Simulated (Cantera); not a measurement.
A Cantera script and its output.

```python
import numpy as np
import cantera as ct

gas = ct.Solution("gri30.yaml")


def delay(T, t_max=10):
    gas.TPX = T, 1000000, {'CH4': 1, 'C2H6': 0.031, 'O2': 1.76, 'N2': 6.61}
    reactor = ct.IdealGasReactor(gas, clone=False)
    net = ct.ReactorNet([reactor])
    net.rtol, net.atol = 1e-8, 1e-16
    while net.time < t_max:
        t_old, T_old = net.time, reactor.T
        net.step()
        if reactor.T > T + 400:  # ignition: a rise of 400 K
            return t_old + (T + 400 - T_old) / (reactor.T - T_old) * (net.time - t_old)
    return np.nan


taus = []
for T in [1175, 1250, 1325, 1400, 1475]:
    taus.append(delay(T))
    print(f"T0 = {T:6g} K   tau = {taus[-1]:.4e} s")

# d ln(tau) / d ln(k), from doubling and halving each rate constant
T, sens = 1325, []
for i in range(gas.n_reactions):
    gas.set_multiplier(2.0, i)
    up = delay(T)
    gas.set_multiplier(0.5, i)
    down = delay(T)
    gas.set_multiplier(1.0, i)
    sens.append((np.log(up / down) / np.log(4.0), gas.reaction(i).equation))
sens.sort(key=lambda x: -abs(x[0]))
print(f"sensitivities at {T} K")
for s, eq in sens[:10]:
    print(f"{s:8.3f}  {eq}")
```

Output:

```
T0 =   1175 K   tau = 3.1309e-03 s
T0 =   1250 K   tau = 1.3773e-03 s
T0 =   1325 K   tau = 6.2567e-04 s
T0 =   1400 K   tau = 2.9143e-04 s
T0 =   1475 K   tau = 1.3921e-04 s
sensitivities at 1325 K
   0.482  2 CH3 (+M) <=> C2H6 (+M)
  -0.431  CH3 + HO2 <=> CH3O + OH
   0.333  CH4 + H <=> CH3 + H2
   0.312  CH4 + OH <=> CH3 + H2O
  -0.295  CH3 + O2 <=> CH3O + O
  -0.292  H + O2 <=> O + OH
  -0.215  C2H6 + OH <=> C2H5 + H2O
  -0.213  CH2O + O2 <=> HCO + HO2
  -0.208  CH3 + O2 <=> CH2O + OH
  -0.158  C2H6 + CH3 <=> C2H5 + CH4
```

Detailed kinetics in Cantera: GRI-Mech 3.0 (53 species, 325 reactions).
